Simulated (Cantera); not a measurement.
A perfectly stirred reactor is fed with CH4 : C2H6 : C3H8 : O2 : N2 = 1 : 0.073 : 0.18 : 7.17 : 22.2 (molar parts), equivalence ratio 0.44, at 5.00 bar; it is adiabatic with a 475 K inlet, and is followed from long to short residence time, starting on the burning branch (τ in s: 0.13, 0.041, 0.013, 0.0044, 0.0014, 0.00047, 0.00015, 5.1e-05, 1.7e-05, 5.4e-06).

Detailed kinetics in Cantera: GRI-Mech 3.0 (53 species, 325 reactions). GRI-Mech 3.0 was tuned for natural gas; its chemistry of propane as a main component is partial and can be far from experiment.

Problem. Predict: blow-out, bracketed by the residence times tried; x(CH4) at τ = 0.130 s; x(C2H6) at τ = 0.130 s; x(C3H8) at τ = 0.130 s; x(O) at τ = 0.130 s; x(CH2O) at τ = 0.130 s; x(CH4) at τ = 0.470 ms; x(C2H6) at τ = 0.470 ms; x(C3H8) at τ = 0.470 ms; x(O) at τ = 0.470 ms; x(CH2O) at τ = 0.470 ms.

Solution. 
```json
{
  "blow_out_bracketed_by_the_residence_times_tried": "burning at 0.470 ms, out at 0.150 ms",
  "x(CH4) at τ = 0.130 s": "5.65e-6",
  "x(C2H6) at τ = 0.130 s": "9.67e-8",
  "x(C3H8) at τ = 0.130 s": "2.39e-7",
  "x(O) at τ = 0.130 s": "1.28e-5",
  "x(CH2O) at τ = 0.130 s": "6.70e-7",
  "x(CH4) at τ = 0.470 ms": "0.000542",
  "x(C2H6) at τ = 0.470 ms": "1.14e-5",
  "x(C3H8) at τ = 0.470 ms": "2.59e-5",
  "x(O) at τ = 0.470 ms": "0.000190",
  "x(CH2O) at τ = 0.470 ms": "7.72e-5"
}
```
